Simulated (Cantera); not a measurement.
Feed: 1 mol Al2O3, 0.81 mol C, 1.2 mol N2, at 2400 K and 3.70 Pa.

These are equilibrium values from Cantera (NASA tables, ideal gas, pure condensed phases), not measurements of a reactor. Candidate condensed phases: Al, AlN, Al2O3, C; 32 gas species. Equilibrium is a limit: real reactors are often held back by kinetics, nucleation or transport.

Base state: N2 0.427, CO 0.286, Al 0.175, O 0.0428, AlO 0.0366, Al2O 0.0276, CO2 0.00246, NO 0.000923 (mole fractions); condensed: Al2O3(l).

Problem. What changes in the equilibrium state with this change: temperature from 2400 K to 2675 K?

Solution. 
| species | before | after |
|---|---|---|
| O | 0.0428 | 0.323 |
| Al | 0.175 | 0.298 |
| N2 | 0.427 | 0.201 |
| CO | 0.286 | 0.136 |
| Al2O | 0.0276 | 0.00259 |
| AlO | 0.0366 | 0.0331 |
| Al2O2 | 0.000287 | 1.54e-5 |
| N | 1.20e-5 | 9.80e-5 |
| CO2 | 0.00246 | 0.000571 |
| Al2O3(l), mol | 0.625 | 0 |

Problem. What changes in the equilibrium state with this change: temperature from 2400 K to 3048 K?

Solution. 
```
species          before    after
-------------  --------  -------
O                0.0428    0.350
Al                0.175    0.321
N2                0.427    0.193
CO                0.286    0.131
Al2O             0.0276  9.61e-6
AlO              0.0366  0.00229
Al2O2          0.000287  3.97e-9
N               1.20e-5  0.00136
CO2             0.00246  3.23e-5
Al2O3(l), mol     0.625        0
```
